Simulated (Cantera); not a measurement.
Input (Python, Cantera):

```python
import numpy as np
import cantera as ct

gas = ct.Solution("gri30.yaml")
gas.TPX = 1525, 16000, {'C2H4': 1, 'H2': 8.7}
reactor = ct.IdealGasConstPressureReactor(gas, energy="off", clone=False)
net = ct.ReactorNet([reactor])
net.rtol, net.atol = 1e-08, 1e-18
show = ['C2H4', 'H2', 'C2H', 'C2H2', 'H', 'CH2']
times = np.geomspace(3e-06, 200, 11)

steps = ct.SolutionArray(gas, extra=["t"])
rows = []
print(f"{'t/s':>10s}{'T/K':>9s}{'P/Pa':>11s}" + "".join(f"{s:>11s}" for s in show))
for t in times:
    while net.time < t:
        t_next = net.step()
        steps.append(gas.state, t=t_next)
    rows.append([np.interp(t, steps.t, y) for y in (steps.T, steps.P, *steps(*show).X.T)])
    print(f"{t:10.3e}{rows[-1][0]:9.1f}{rows[-1][1]:11.4g}" + "".join(f"{x:11.3e}" for x in rows[-1][2:]))
rate = np.gradient(steps.T, steps.t)
print("integrator steps:", len(steps.t))
if steps.T.max() > steps.T[0] + 200:
    print(f"time of steepest temperature rise: {steps.t[rate.argmax()]:.4e} s")
gas.TPX = 1525, 16000, {'C2H4': 1, 'H2': 8.7}
gas.equilibrate("TP")
print(f"equilibrium (TP): T = {gas.T:.1f} K  " + "  ".join(f"{s} {gas[s].X[0]:.3e}" for s in show))
```

Result:

```
       t/s      T/K       P/Pa       C2H4         H2        C2H       C2H2          H        CH2
 3.000e-06   1525.0    1.6e+04  1.031e-01  8.969e-01  2.795e-17  2.523e-06  4.500e-09  1.533e-14
 1.818e-05   1525.0    1.6e+04  1.031e-01  8.969e-01  1.112e-15  1.531e-05  2.971e-08  3.851e-13
 1.101e-04   1525.0    1.6e+04  1.030e-01  8.969e-01  4.204e-14  9.351e-05  1.839e-07  3.732e-12
 6.673e-04   1525.0    1.6e+04  1.024e-01  8.970e-01  1.715e-12  5.957e-04  1.178e-06  2.538e-11
 4.043e-03   1525.0    1.6e+04  9.698e-02  8.974e-01  2.136e-10  5.512e-03  1.587e-05  3.285e-10
 2.449e-02   1525.0    1.6e+04  3.689e-02  9.026e-01  6.419e-09  5.967e-02  4.432e-05  3.856e-10
 1.484e-01   1525.0    1.6e+04  2.861e-03  9.053e-01  1.455e-08  9.021e-02  6.662e-05  1.898e-10
 8.992e-01   1525.0    1.6e+04  2.821e-03  9.039e-01  1.410e-08  8.933e-02  6.511e-05  3.841e-10
 5.448e+00   1525.0    1.6e+04  2.680e-03  8.976e-01  1.242e-08  8.514e-02  5.979e-05  1.131e-09
 3.301e+01   1525.0    1.6e+04  2.548e-03  8.915e-01  1.120e-08  8.103e-02  5.624e-05  1.712e-09
 2.000e+02   1525.0    1.6e+04  2.547e-03  8.915e-01  1.119e-08  8.101e-02  5.623e-05  1.715e-09
integrator steps: 857
equilibrium (TP): T = 1525.0 K  C2H4 2.547e-03  H2 8.915e-01  C2H 1.119e-08  C2H2 8.101e-02  H 5.623e-05  CH2 1.715e-09
```

Cantera simulation using GRI-Mech 3.0 (53 species, 325 reactions); the numbers are that mechanism's predictions, not measurements. GRI-Mech 3.0 was tuned for natural gas; its chemistry of ethylene as a main component is partial and can be far from experiment. GRI-Mech 3.0 stops at C3 and has no aromatics, soot or wall deposition, so with more carbon than oxygen in the feed, carbon stays in small species such as C2H2 where larger ones or solid carbon would form.
